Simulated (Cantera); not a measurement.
Input: 1 mol Si₂H₆, 5.3 mol H₂, held at 0.370 bar.

Cantera equilibrium calculation (NASA polynomials, part measured and part estimated; ideal gas, pure solids and liquids). Candidate condensed phases: Si; 9 gas species. The feed counts by its element totals alone. Gases not in the tables: Si₂H₆ and higher silanes. Equilibrium is a limit: real reactors are often held back by kinetics, nucleation or transport.

log p: log10 of the partial pressure in bar; n: condensed amount in mol.

```
T (°C)  log p H₂  log p H  log p SiH₂  log p Si  log p SiH  log p SiH₄  n Si(s)  n Si(l)
------  --------  -------  ----------  --------  ---------  ----------  -------  -------
975        -0.43    -6.55       -7.95    -11.11        ___       -7.01     2.00        0
1025       -0.43    -6.19       -7.56    -10.39        ___       -6.98     2.00        0
1075       -0.43    -5.85       -7.20     -9.73        ___       -6.94     2.00        0
1125       -0.43    -5.54       -6.87     -9.11        ___       -6.91     2.00        0
1175       -0.43    -5.25       -6.56     -8.53        ___       -6.88     2.00        0
1225       -0.43    -4.98       -6.27     -8.00        ___       -6.85     2.00        0
1275       -0.43    -4.73       -6.00     -7.50        ___       -6.83     2.00        0
1325       -0.43    -4.49       -5.74     -7.03        ___       -6.80     2.00        0
1375       -0.43    -4.27       -5.50     -6.59        ___       -6.78     2.00        0
1425       -0.43    -4.06       -5.29     -6.18        ___       -6.77        0     2.00
```

Question: Some entries are withheld; supply them.

Answer: 
- 975, log p SiH: -10.28
- 1025, log p SiH: -9.68
- 1075, log p SiH: -9.13
- 1125, log p SiH: -8.62
- 1175, log p SiH: -8.15
- 1225, log p SiH: -7.70
- 1275, log p SiH: -7.29
- 1325, log p SiH: -6.90
- 1375, log p SiH: -6.54
- 1425, log p SiH: -6.21
